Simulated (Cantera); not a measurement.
An isothermal, constant-pressure homogeneous reactor starts with 10.0 % NH3, 90.0 % H2, at 2250 K and 330 Torr.

Model: the gas-phase N/H chemistry of the illustrative SiF4/NH3 mechanism in the Surface Chemkin manual (1991), integrated in Cantera. Walls and surfaces, which speed up NH3 decomposition in real reactors, are not modelled.

One state of this run: x NH3 = 0.00538; x H2 = 0.945; x NH2 = 0.000113; x N = 6.19e-6; x H = 0.00636. x: mole fraction; the columns are a selection and need not sum to one.

### Question
Which value of t (s) does it belong to?
A. 3.85
B. 1.65
C. 0.0238
D. 0.00187

### Answer
C, 0.0238
